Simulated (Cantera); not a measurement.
What does this Cantera script print?

```python
import numpy as np
import cantera as ct

gas_names = [...]  # 113 gases of nasa_gas.yaml made of C, F, H, Si
cond_names = """
    C(gr) C6H6(L) C7H8(L) C8H18(L),n-octa Si(cr) Si(L) SiC(b)
""".split()


# ... load() reads the species with a 1 bar reference pressure and builds the phases ...
atoms = {
    'SiF4': {'Si': 1, 'F': 4},
    'C3H8': {'C': 3, 'H': 8},
    'H2': {'H': 2},
}
top_T = {'C(gr)': 4500, 'SiC(b)': 3050}  # K; cautious upper limits of use, not melting points


# ... equilibrate(T, P, feed) seeds the gas with the atoms and calls Mixture.equilibrate('TP', solver="vcs", rtol=1e-11, max_steps=5000) ...
results = []
feed = {'SiF4': 1, 'C3H8': 0.87, 'H2': 5.2}  # mol
T = 1048.15  # K
P = 170  # Pa
mix = equilibrate(T, P, feed)
results.append((T, P, feed, dict(zip(mix.species_names, mix.species_moles))))
print(gas.report(threshold=1e-05))
for i in range(1, mix.n_phases):
    print(f"{mix.phase(i).name:16s} {mix.phase_moles(i):12.5e} mol")
```

It prints:

```
       temperature   1048.2 K
          pressure   170 Pa
           density   0.00024502 kg/m^3
  mean mol. weight   12.561 kg/kmol
   phase of matter   gas

                          1 kg             1 kmol
                     ---------------   ---------------
          enthalpy       -1.1113e+07       -1.3959e+08  J
   internal energy       -1.1807e+07        -1.483e+08  J
           entropy             19686        2.4727e+05  J/K
    Gibbs function       -3.1747e+07       -3.9876e+08  J
 heat capacity c_p            3013.9             37856  J/K
 heat capacity c_v              2352             29542  J/K

                      mass frac. Y      mole frac. X     chem. pot. / RT
                     ---------------   ---------------   ---------------
               CH4         0.0001016        7.9542e-05           -49.812
                HF         0.0011837        0.00074317           -67.661
                H2           0.14379           0.89587           -24.111
              SiF3         0.0011685         0.0001725           -178.04
              SiF4           0.84986           0.10256           -233.65
             SiHF3          0.003882         0.0005664            -190.1
     [ +107 minor]        1.1519e-05        2.3185e-06

C(gr)             2.60923e+00 mol
Si(cr)            0.00000e+00 mol
SiC(b)            0.00000e+00 mol
```

Method: chemical equilibrium by Gibbs-energy minimisation in Cantera with the NASA 1993 tables (ideal gas, pure condensed phases). The tables' values for SiF3 are old estimates; treat these amounts as uncertain.
